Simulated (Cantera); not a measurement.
A closed system holds: 1 mol CS2, 0.13 mol O2, equilibrated at 2250 K and 10.0 mbar.

Method: chemical equilibrium by Gibbs-energy minimisation in Cantera with the NASA 1993 tables (ideal gas, pure condensed phases). Candidate condensed phases: C, S; 22 gas species. Kinetics and transport are ignored.

Base state: CS 0.318, S2 0.288, CO 0.166, CS2 0.154, S 0.0733, COS 0.000109 (mole fractions); condensed: gas only.

**Question.** What changes in the equilibrium state with this change: temperature from 2250 K to 750 K?

**Answer.** 
```
species    before   after
-------  --------  ------
CS2         0.154   0.656
COS      0.000109   0.175
S2          0.288   0.128
CS          0.318   <1e-9
S          0.0733   <1e-9
CO2       1.80e-8  0.0111
CO          0.166  0.0297
```
Gases not in the tables: S3 to S7.

**Question.** What changes in the equilibrium state with this change: CS2 replaced by NH3?

**Answer.** 
```json
[
 {"species": "H2", "before": "0", "after": "0.575"},
 {"species": "N2", "before": "0", "after": "0.243"},
 {"species": "H2O", "before": "0", "after": "0.124"},
 {"species": "CS", "before": "0.318", "after": "0"},
 {"species": "S2", "before": "0.288", "after": "0"},
 {"species": "CO", "before": "0.166", "after": "0"},
 {"species": "CS2", "before": "0.154", "after": "0"},
 {"species": "S", "before": "0.0733", "after": "0"},
 {"species": "H", "before": "0", "after": "0.0563"},
 {"species": "OH", "before": "0", "after": "0.00183"},
 {"species": "O", "before": "<1e-9", "after": "0.000123"},
 {"species": "COS", "before": "0.000109", "after": "0"},
 {"species": "NO", "before": "0", "after": "5.72e-5"},
 {"species": "O2", "before": "<1e-9", "after": "1.12e-5"}
]
```
Further candidate phases: H2O.
